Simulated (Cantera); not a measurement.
A Cantera script and what it prints.

```python
import numpy as np
import cantera as ct

gas_names = [...]  # 151 gases of nasa_gas.yaml made of C, H, N, O, Si
cond_names = """
    C(gr) C6H6(L) C7H8(L) C8H18(L),n-octa H2O(s) H2O(L) Si(cr) Si(L) SiC(b) SiO2(Lqz) SiO2(hqz) SiO2(L)
    Si2N2O(s) Si3N4(a)
""".split()


# ... load() reads the species with a 1 bar reference pressure and builds the phases ...
atoms = {
    'SiC': {'Si': 1, 'C': 1},
    'H2O': {'H': 2, 'O': 1},
    'N2': {'N': 2},
}
top_T = {'C(gr)': 4500, 'SiC(b)': 3050, 'Si2N2O(s)': 2100, 'Si3N4(a)': 2400}  # K; cautious upper limits of use, not melting points


# ... equilibrate(T, P, feed) seeds the gas with the atoms and calls Mixture.equilibrate('TP', solver="vcs", rtol=1e-11, max_steps=5000) ...
results = []
feed = {'SiC': 1, 'H2O': 0.38, 'N2': 1.2}  # mol
T = 1150  # K
P = 100000  # Pa
mix = equilibrate(T, P, feed)
results.append((T, P, feed, dict(zip(mix.species_names, mix.species_moles))))
x = sorted(zip(gas.X, gas.species_names), reverse=True)
print(f"T = {T:g} K  P = {P:g} Pa  gas = {mix.phase_moles(0):.4g} mol")
print("   x: " + "  ".join(f"{s} {v:.3e}" for v, s in x if v > 1e-05))
print("   condensed (mol): " + ("  ".join(f"{mix.phase(i).name} {mix.phase_moles(i):.4g}"
      for i in range(1, mix.n_phases) if mix.phase_moles(i) > 1e-12) or "none"))
```

Output:

```
T = 1150 K  P = 100000 Pa  gas = 1.037 mol
   x: N2 6.365e-01  H2 3.604e-01  CH4 3.039e-03  NH3 4.208e-05  HCN 2.002e-05
   condensed (mol): C(gr) 0.9968  Si2N2O(s) 0.38  Si3N4(a) 0.08
```

Method: chemical equilibrium by Gibbs-energy minimisation in Cantera with the NASA 1993 tables (ideal gas, pure condensed phases). N2 is the only nitrogen source here; it is nearly inert below about 1500 K, so the nitride shown seldom forms there in practice. Mutual solubility and eutectic melting of coexisting phases are not modelled.
